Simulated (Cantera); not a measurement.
A closed system holds: 1 mol borazine, 0.32 mol NH3, 28 mol N2, equilibrated at 1700 K and 0.000180 bar.

These are equilibrium values from Cantera (NASA tables, ideal gas, pure condensed phases), not measurements of a reactor. The feed counts by its element totals alone. Rates play no part.

```tsv
species	before	after
N2	0.888	0.758
H	0.00361	0.152
B	1.26e-7	0.0763
H2	0.108	0.0131
BN	4.39e-9	0.000391
BH	4.64e-9	7.43e-5
BH2	4.05e-7	1.42e-5
BN(s), mol	3.00	0
```
Gas species are given as mole fractions.

Question: Name the change that produced these shifts.
A. pressure from 0.000180 bar to 0.900 bar
B. temperature from 1700 K to 1848.15 K
C. pressure from 0.000180 bar to 1.00 bar
D. temperature from 1700 K to 2423.15 K

Answer: D, temperature from 1700 K to 2423.15 K. The tables' values for BH2 are old estimates; treat these amounts as uncertain
